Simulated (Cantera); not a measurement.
# Premixed flame

A freely propagating, adiabatic, planar premixed flame of H₂ : O₂ : N₂ = 1 : 0.704 : 2.68 (molar parts), equivalence ratio 0.71, unburnt at 325 K and 3300 Torr; unity-Lewis-number transport, grid criteria slope 0.08 and curve 0.16, no radiation.

Model: the H2/O2 subset of GRI-Mech 3.0, which has no nitrogen chemistry, integrated in Cantera. The hydrogen kinetics of GRI-Mech 3.0 are dated; newer H2 mechanisms differ, most at raised pressure. Unity Lewis numbers drop preferential diffusion, which matters most where H2 and H carry the flame. Burning velocities carry a grid error of a few per cent, more on coarse grids.

```tsv
z (mm)	T (K)	u (m/s)	x H₂	x O₂	x OH	x HO₂	x H	x H₂O₂
-0.161	325	1.27	0.228	0.161	<1e-8	1.57e-7	<1e-8	7.79e-8
-0.107	326	1.27	0.228	0.161	<1e-8	1.30e-6	<1e-8	6.37e-7
-0.0805	330	1.29	0.228	0.160	<1e-8	5.50e-6	<1e-8	2.57e-6
-0.0537	360	1.40	0.224	0.159	1.05e-7	3.95e-5	<1e-8	1.50e-5
-0.0268	634	2.43	0.194	0.144	3.65e-5	0.000478	1.74e-5	6.81e-5
-0.0134	1014	3.79	0.145	0.121	0.000727	0.000593	0.00166	6.47e-5
0	1408	5.12	0.0776	0.0886	0.00360	0.000297	0.00994	1.78e-5
0.0134	1651	5.90	0.0331	0.0657	0.00804	0.000164	0.0131	5.56e-6
0.0268	1779	6.29	0.0175	0.0569	0.0102	0.000108	0.00956	3.50e-6
0.0537	1898	6.65	0.00904	0.0530	0.00992	6.15e-5	0.00425	2.07e-6
0.107	1979	6.89	0.00422	0.0518	0.00755	2.89e-5	0.00127	1.22e-6
0.215	2022	7.02	0.00161	0.0517	0.00495	1.16e-5	0.000289	6.94e-7
0.430	2041	7.07	0.000588	0.0519	0.00312	4.96e-6	6.47e-5	4.03e-7
```
x: mole fraction of selected species; z is measured from the peak of heat release.

```yaml
laminar_burning_velocity: 127 cm/s
thermal_thickness: 0.0537 mm
peak x(OH): 0.0104
peak x(HO₂): 0.000666
peak x(H): 0.0133
peak x(H₂O₂): 7.40e-5
```
